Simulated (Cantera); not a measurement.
A perfectly stirred reactor is fed with CH₄ : H₂ : O₂ : N₂ = 1 : 0.04 : 1.35 : 10.2 (molar parts), at 8.00 bar; it is adiabatic with a 773 K inlet, and is followed from long to short residence time, starting on the burning branch (τ in s: 0.042, 0.017, 0.0068, 0.0027, 0.0011, 0.00044, 0.00018, 7.1e-05, 2.9e-05).

Cantera simulation using GRI-Mech 3.0 (53 species, 325 reactions); the numbers are that mechanism's predictions, not measurements.

### Question
What does this change do: inlet temperature 773 to 375 K?

### Answer
```json
[
 {"quantity": "blow-out, bracketed by the residence times tried", "before": "burning at 2.70 ms, out at 1.10 ms", "after": "burning at 17.0 ms, out at 6.80 ms"},
 {"quantity": "x(CH₄) at τ = 42.0 ms", "before": "0.00592", "after": "0.0133"},
 {"quantity": "x(H₂) at τ = 42.0 ms", "before": "0.0315", "after": "0.0212"},
 {"quantity": "x(O₂) at τ = 42.0 ms", "before": "0.000881", "after": "0.00688"},
 {"quantity": "x(HCN) at τ = 42.0 ms", "before": "3.44e-6", "after": "1.08e-8"},
 {"quantity": "x(C₂H) at τ = 42.0 ms", "before": "1.85e-8", "after": "1.93e-10"},
 {"quantity": "x(CH₄) at τ = 1.10 ms", "before": "0.0794", "after": "0.0794"},
 {"quantity": "x(H₂) at τ = 1.10 ms", "before": "0.00318", "after": "0.00318"},
 {"quantity": "x(O₂) at τ = 1.10 ms", "before": "0.107", "after": "0.107"},
 {"quantity": "x(HCN) at τ = 1.10 ms", "before": "<1e-12", "after": "<1e-12"},
 {"quantity": "x(C₂H) at τ = 1.10 ms", "before": "<1e-12", "after": "<1e-12"}
]
```

### Question
What does this change do: O2 1.35 to 2.1 parts?

### Answer
```csv
quantity,before,after
"blow-out, bracketed by the residence times tried","burning at 2.70 ms, out at 1.10 ms","burning at 29.0 µs, the shortest tried"
x(CH₄) at τ = 42.0 ms,0.00592,1.63e-6
x(H₂) at τ = 42.0 ms,0.0315,0.00147
x(O₂) at τ = 42.0 ms,0.000881,0.00723
x(HCN) at τ = 42.0 ms,3.44e-6,2.92e-7
x(C₂H) at τ = 42.0 ms,1.85e-8,1.16e-12
x(CH₄) at τ = 1.10 ms,0.0794,3.64e-5
x(H₂) at τ = 1.10 ms,0.00318,0.00286
x(O₂) at τ = 1.10 ms,0.107,0.0103
x(HCN) at τ = 1.10 ms,<1e-12,1.52e-6
x(C₂H) at τ = 1.10 ms,<1e-12,3.84e-10
```
